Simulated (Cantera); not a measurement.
Input: 1 mol Al, a varied amount of HCl, at 3100 Pa.

These are equilibrium values from Cantera (NASA tables, ideal gas, pure condensed phases), not measurements of a reactor. Candidate condensed phases: Al, AlCl₃; 12 gas species. The tables' values for AlCl₂ are old estimates. Equilibrium is a limit: real reactors are often held back by kinetics, nucleation or transport.

Stable condensed phases, one row left out:

```
T in °C \ n(HCl) in mol
         1.6 1.8 2.1 2.5 2.9 3.3 3.9 4.5 5.2 6.1   7 8.2
   1052    A   A   A   A   A   A   A   A   A   A   A   A
    977    A   A   A   A   A   A   A   A   A   A   A   A
    902    B   A   A   A   A   A   A   A   A   A   A   A
    752    B   B   B   B   A   A   A   A   A   A   A   A
    677    B   B   B   B   B   A   A   A   A   A   A   A
    602    B   B   B   B   B   A   A   A   A   A   A   A
    527    B   B   B   B   B   A   A   A   A   A   A   A
    452    B   B   B   B   B   A   A   A   A   A   A   A
    377    B   B   B   B   B   A   A   A   A   A   A   A
    302    B   B   B   B   B   A   A   A   A   A   A   A
    227    B   B   B   B   B   A   A   A   A   A   A   A
```

A: gas only; B: Al.

Q: Give the row for 827 °C.

A: 1.6: Al; 1.8: Al; 2.1: Al; 2.5: gas only; 2.9: gas only; 3.3: gas only; 3.9: gas only; 4.5: gas only; 5.2: gas only; 6.1: gas only; 7: gas only; 8.2: gas only.
